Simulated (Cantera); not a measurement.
# Iron carbonyl, mercury and lead vapours: Fe(CO)₅ + O₂ + H₂

Input: 1 mol Fe(CO)₅, 0.024 mol O₂, 88 mol H₂, held at 1002 °C and 3.40 bar.

Method: chemical equilibrium by Gibbs-energy minimisation in Cantera with the NASA 1993 tables (ideal gas, pure condensed phases). Candidate condensed phases: C, C₆H₆, C₇H₈, C₈H₁₈, Fe, Fe(CO)₅, FeO, Fe(OH)₂, Fe(OH)₃, Fe₂O₃, Fe₃O₄, H₂O; 114 gas species. Equilibrium is a limit: real reactors are often held back by kinetics, nucleation or transport.

```json
{
 "x(H₂)": "0.938",
 "x(CO)": "0.0474",
 "x(H₂O)": "0.00715",
 "x(CH₄)": "0.00685",
 "x(CO₂)": "0.000217",
 "n(Fe(γ))": "1.00 mol",
 "gas_amount": "91.74 mol",
 "log10 activity of C(graphite) (absent)": "-0.61",
 "log10 activity of Fe(OH)₂(s) (absent)": "-8.56",
 "log10 activity of Fe(OH)₃(s) (absent)": "-15.26"
}
```
